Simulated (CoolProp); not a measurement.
Values from CoolProp's reference Helmholtz-energy equation of state, Lemmon 2006. It is a short technical equation, of lower accuracy than the large ones.

**Question.** For C3F8 (R218), give the phase and the Z, Joule-Thomson coefficient (K/MPa) at 274.5 K and 1.01 bar.

**Answer.** 
- 274.5 K and 1.01 bar: gas; Z 0.971, Joule-Thomson coefficient 17.3
